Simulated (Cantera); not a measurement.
A closed system holds: 1 mol CH₄, a varied amount of O₂, 1.7 mol H₂, equilibrated at 2525 K and 3.70 bar.

Cantera equilibrium calculation (NASA polynomials, part measured and part estimated; ideal gas, pure solids and liquids). Candidate condensed phases: C, C₆H₆, C₇H₈, C₈H₁₈, H₂O; 110 gas species. Kinetics and transport are ignored.

Problem. Which condensed phases are stable at each of these points (n(O₂) (mol)): 0.016, 0.022, 0.03, 0.041, 0.056, 0.076, 0.1, 0.14, 0.19, 0.26, 0.35, 0.48, 0.65?

Solution. 
| n(O₂) (mol) | condensed phases | C condensed (%) |
|---|---|---|
| 0.016 | C(graphite) | 87.7 |
| 0.022 | C(graphite) | 86.5 |
| 0.03 | C(graphite) | 84.9 |
| 0.041 | C(graphite) | 82.7 |
| 0.056 | C(graphite) | 79.7 |
| 0.076 | C(graphite) | 75.7 |
| 0.1 | C(graphite) | 70.9 |
| 0.14 | C(graphite) | 62.9 |
| 0.19 | C(graphite) | 52.9 |
| 0.26 | C(graphite) | 39.0 |
| 0.35 | C(graphite) | 21.0 |
| 0.48 | gas only | 0.0 |
| 0.65 | gas only | 0.0 |

From 0.016 mol O₂ to 0.35 mol O₂ the condensed part is C(graphite). From 0.48 mol O₂ to 0.65 mol O₂ nothing is condensed.
